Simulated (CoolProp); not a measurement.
A Linde-Hampson liquefier for CF4 (R14): isothermal reversible compression at 320 K from 1 atm to 25 MPa, throttling to 1 atm, return gas leaving the recuperator 2 K below the feed. Each further row changes one setting.

The numbers come from the reference Helmholtz-energy equation of state, Platzer 1990 in CoolProp. This equation is an older, rougher fit; its heat capacities, sound speeds and derivatives of the liquid may be far off and weren't checked against measurements.

```csv
case,liquid yield per pass,compression work (kJ/kg of gas)
as stated,(withheld),154
high pressure 50 MPa,0.245,178
warm-end temperature 350 K,(withheld),(withheld)
warm-end gap 7 K,(withheld),154
```

Question: What belongs in the gaps?

Answer: 
- as stated, liquid yield per pass: 0.237
- warm-end temperature 350 K, liquid yield per pass: 0.183
- warm-end temperature 350 K, compression work (kJ/kg of gas): 173
- warm-end gap 7 K, liquid yield per pass: 0.225
